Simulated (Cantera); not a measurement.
Charge: 1 mol Cu2O, 4.1 mol H2, 0.36 mol H2O, equilibrated at 0.0975 Torr.

These are equilibrium values from Cantera (NASA tables, ideal gas, pure condensed phases), not measurements of a reactor. Candidate condensed phases: Cu, CuO, Cu(OH)2, Cu2O, H2O; 12 gas species. Rates play no part. All values below are at 1773 K.

Base state: H2 0.467, Cu 0.307, H2O 0.208, H 0.0171, OH 0.000471, Cu2 5.28e-5, O 1.34e-5 (mole fractions); condensed: gas only.

Question: What changes in the equilibrium state with this change: pressure from 0.0975 Torr to 750 Torr?

Answer: 
```json
[
 {"species": "H2", "before": "0.467", "after": "0.695"},
 {"species": "H2O", "before": "0.208", "after": "0.305"},
 {"species": "Cu", "before": "0.307", "after": "0.000394"},
 {"species": "H", "before": "0.0171", "after": "0.000237"},
 {"species": "O", "before": "1.34e-5", "after": "1.72e-9"},
 {"species": "Cu2", "before": "5.28e-5", "after": "6.71e-7"},
 {"species": "OH", "before": "0.000471", "after": "6.45e-6"},
 {"species": "Cu(l), mol", "before": "0", "after": "2.00"}
]
```
